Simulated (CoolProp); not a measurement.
Vapour-liquid equilibrium of ethanol (1) + dimethyl carbonate (2) at 0.00537 MPa; x and y are mole fractions of (1).

The numbers come from the multi-fluid Helmholtz-energy mixture model, Schroeder 2014 and Zhou 2011; pair parameters Bell 2016 in CoolProp.

Problem. Give the bubble temperature and the first vapour's composition at x = 0.05, 0.2, 0.35. Is there an azeotrope?

Solution. x = 0.05: 289.8 K, y = 0.171; x = 0.2: 286.4 K, y = 0.393; x = 0.35: 285.4 K, y = 0.472. y crosses x between x = 0.5 and 0.65: the model has an azeotrope there.

The pair parameters rest on a limited set of measurements; away from them the model extrapolates.
